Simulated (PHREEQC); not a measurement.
0.017 g of hydrous ferric oxide (600 m²/g; 0.2 weak and 0.005 strong sites per Fe, Dzombak-Morel constants, diffuse double layer) in 1 kg of water with 0.001 mol/kgw of an inert sodium salt, at 25 °C; the pH is set by adding NaOH or the inert anion's acid. O2 is buffered at 0.21 atm. CO2 from the air is kept out. Precipitation was switched off in this run.

Equilibrium calculation in PHREEQC: ion-association model, wateq4f.dat.

Problem. Predict surface charge σ (C/m²), surface potential ψ (mV) at pH = 8, 9, 10, 11.

Solution. 
```tsv
pH	surface charge σ (C/m²)	surface potential ψ (mV)
8	0.000	6
9	-0.004	-51
10	-0.015	-107
11	-0.054	-155
```
